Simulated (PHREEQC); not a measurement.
A solution holds 0.2 mol/kgw Fe(NO3)3, at 20 °C. It is in equilibrium with CO2 at log p = -3.4 (atm). Otherwise closed; pH follows from the charge balance.

All values are PHREEQC results (ion-association model, wateq4f.dat), not measurements.

| quantity | before | after |
|---|---|---|
| pH | 1.68 | 2.32 |
| ionic strength (mol/kgw) | 1.17 | 1.20 |
| HCO3- (mol/kgw) | 4.72e-10 | 2.04e-9 |

Task: What was changed between the two runs?
(A) diluted 10-fold with water
(B) 0.06 mol/kgw Sr(OH)2 added
(C) Fe(NO3)3 replaced by Al(NO3)3 at the same molality
(D) 0.0031 mol/kgw NaHCO3 added

Result: B, 0.06 mol/kgw Sr(OH)2 added

No solid was allowed to form. The ionic strength passes 0.7 mol/kgw, the rough limit of the ion-association models, in every such run. Some of these states are supersaturated (in Hematite (slow to form), Goethite (slow to form), for instance).
